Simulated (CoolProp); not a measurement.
Computed with CoolProp (reference Helmholtz-energy equation of state, de Reuck 1993).

Problem. Give the vapour pressure (kPa), vapour density (kg/m³), liquid cp (kJ/(kg K)), surface tension (mN/m) of saturated methanol at 91.35, 106.45 °C.

Solution. 
```tsv
T (°C)	p (kPa)	vapour density (kg/m³)	liquid cp (kJ/(kg K))	surface tension (mN/m)
91.35	267	3.09	3.08	16.4
106.45	432	4.91	3.24	15.0
```

Surface tension comes from a separate correlation (Mulero 2012).
